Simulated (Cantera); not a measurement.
A closed system holds: 1 mol CuO, 2.2 mol HF, 1.1 mol N₂, at 17000 Pa.

Equilibrium computed with Cantera from the NASA thermochemical tables; the gas is ideal and each condensed phase is pure. Candidate condensed phases: Cu, CuF₂, CuO, Cu(OH)₂, Cu₂O, H₂O; 45 gas species. Mutual solubility and eutectic melting of coexisting phases are not modelled. Rates play no part. All values below are at 1048 K.

Base state: HF 0.664, N₂ 0.332, O₂ 0.00328, H₂O 0.000318, CuF₂ 0.000283, CuF 5.32e-5 (mole fractions); condensed: CuO(s) + Cu₂O(s).

**Question.** What changes in the equilibrium state with this change: CuO replaced by SiO₂?

**Answer.** 
```json
[
 {"species": "N₂", "before": "0.332", "after": "0.368"},
 {"species": "HF", "before": "0.664", "after": "0.320"},
 {"species": "H₂O", "before": "0.000318", "after": "0.208"},
 {"species": "SiF₄", "before": "0", "after": "0.104"},
 {"species": "CuF₂", "before": "0.000283", "after": "0"},
 {"species": "CuF", "before": "5.32e-5", "after": "0"},
 {"species": "O₂", "before": "0.00328", "after": "1.82e-7"},
 {"species": "CuO(s), mol", "before": "0.956", "after": "0"},
 {"species": "Cu₂O(s), mol", "before": "0.0217", "after": "0"},
 {"species": "SiO₂(β-quartz), mol", "before": "0", "after": "0.689"}
]
```
Further candidate phases: Si, SiO₂, Si₂N₂O, Si₃N₄.
